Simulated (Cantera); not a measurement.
Charge: 1 mol Fe3O4, 19 mol H2, 0.071 mol H2O, at 4.80 bar.

Equilibrium computed with Cantera from the NASA thermochemical tables; the gas is ideal and each condensed phase is pure. Candidate condensed phases: Fe, FeO, Fe(OH)2, Fe(OH)3, Fe2O3, Fe3O4, H2O; 12 gas species. Equilibrium is a limit: real reactors are often held back by kinetics, nucleation or transport. All values below are at 1400 °C.

Base state: H2 0.787, H2O 0.213, H 4.61e-5 (mole fractions); condensed: Fe(δ).

What changes in the equilibrium state with this change: Fe3O4 replaced by Cu2O?


```json
[
 {"species": "H2", "before": "0.787", "after": "0.944"},
 {"species": "H2O", "before": "0.213", "after": "0.0562"},
 {"species": "H", "before": "4.61e-5", "after": "5.05e-5"},
 {"species": "Cu", "before": "0", "after": "2.32e-5"},
 {"species": "Fe(δ), mol", "before": "3.00", "after": "0"},
 {"species": "Cu(l), mol", "before": "0", "after": "2.00"}
]
```
Further candidate phases: Cu, CuO, Cu(OH)2, Cu2O.
